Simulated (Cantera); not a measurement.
Feed: 1 mol SiC, 0.057 mol N₂O, 390 mol N₂, 0.74 mol H₂O, equilibrated at 1.00 bar.

These are equilibrium values from Cantera (NASA tables, ideal gas, pure condensed phases), not measurements of a reactor. Candidate condensed phases: C, C₆H₆, C₇H₈, C₈H₁₈, H₂O, Si, SiC, SiO₂, Si₂N₂O, Si₃N₄; 151 gas species. Equilibrium is a limit: real reactors are often held back by kinetics, nucleation or transport. All values below are at 1625 K.

Base state: N₂ 0.997, H₂ 0.00184, CO 0.000760, HCN 0.000102 (mole fractions); condensed: C(graphite) + Si₂N₂O(s).

### Question
What changes in the equilibrium state with this change: pressure from 1.00 bar to 0.00133 bar?

### Answer
```csv
species,before,after
N₂,0.997,0.996
H₂,0.00184,0.00185
CO,0.000760,0.00103
SiO,1.17e-6,0.00101
Si,<1e-9,2.46e-5
H,3.03e-6,8.30e-5
HCN,0.000102,5.81e-6
"C(graphite), mol",0.662,0
"Si₂N₂O(s), mol",0.500,0
"SiC(s), mol",0,0.595
```

### Question
What changes in the equilibrium state with this change: pressure from 1.00 bar to 0.000170 bar?

### Answer
| species | before | after |
|---|---|---|
| N₂ | 0.997 | 0.996 |
| H₂ | 0.00184 | 0.00177 |
| CO | 0.000760 | 0.00111 |
| SiO | 1.17e-6 | 0.000929 |
| Si | <1e-9 | 0.000178 |
| H | 3.03e-6 | 0.000228 |
| C(graphite), mol | 0.662 | 0 |
| Si₂N₂O(s), mol | 0.500 | 0 |
| SiC(s), mol | 0 | 0.564 |
